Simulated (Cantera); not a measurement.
CH3Cl + H2 (fluorocarbon and chlorocarbon gases)

A closed system holds: 1 mol CH3Cl, 0.7 mol H2, equilibrated at 2.10 Pa.

Cantera equilibrium calculation (NASA polynomials, part measured and part estimated; ideal gas, pure solids and liquids). Candidate condensed phases: C, C6H6, C7H8, C8H18; 103 gas species. Ions and electrons are included (thermal ionisation). The numbers say what is thermodynamically allowed, not how fast it happens.

```tsv
T (°C)	log p H	log p Cl	log p C	log p e-	log p C2	log p C+
2727	-4.84	-5.48	-5.53	-11.06	-6.98	-11.06
2977	-4.84	-5.48	-5.49	-10.26	-7.71	-10.27
3227	-4.84	-5.48	-5.48	-9.60	-8.40	-9.60
3477	-4.84	-5.48	-5.48	-9.02	-9.01	-9.02
3727	-4.84	-5.48	-5.48	-8.51	-9.54	-8.52
3977	-4.84	-5.48	-5.49	-8.06	-10.01	-8.07
4227	-4.84	-5.48	-5.49	-7.66	-10.44	-7.67
4477	-4.84	-5.49	-5.49	-7.30	-10.82	-7.32
4727	-4.84	-5.49	-5.50	-6.97	-11.18	-7.00
```
log p: log10 of the partial pressure in bar; nothing condenses.

From 2727 °C to 4727 °C nothing is condensed. The main C-bearing gas is C throughout.
